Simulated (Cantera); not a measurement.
A closed system holds: 1 mol SiH4, 0.29 mol H2O, held at 56.0 Pa.

Cantera equilibrium calculation (NASA polynomials, part measured and part estimated; ideal gas, pure solids and liquids). Candidate condensed phases: H2O, Si, SiO2; 18 gas species. Gases not in the tables: Si2H6 and higher silanes. Rates play no part.

### Question
At 1450 °C, list the 6 most abundant gas species with their mole fractions, and the condensed phases.

### Answer
H2 0.879, SiO 0.112, H 0.00723, Si 0.00176, SiH 5.60e-5, SiH2 1.49e-5. Condensed: Si(l).
